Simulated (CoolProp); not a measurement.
Vapour-liquid equilibrium of n-hexane (1) + dimethyl carbonate (2) at 114.05 °C; x and y are mole fractions of (1).

The numbers come from the multi-fluid Helmholtz-energy mixture model, Thol 2019 and Zhou 2011; pair parameters Bell 2016 in CoolProp.

```tsv
x	bubble pressure (kPa)	y at the bubble point	dew pressure at overall composition x (kPa)	liquid density (mol/L)
0.05	249.8	0.206	214.9	10.12
0.2	325.4	0.450	248.2	9.294
0.35	358.5	0.546	291.3	8.582
0.5	375.1	0.610	343.3	7.974
0.65	383.2	0.677	381.0	7.458
0.8	381.4	0.768	378.5	7.026
0.95	361.6	0.922	356.8	6.666
```

y crosses x between x = 0.65 and 0.8: the model has an azeotrope there.

The pair parameters rest on a limited set of measurements; away from them the model extrapolates.
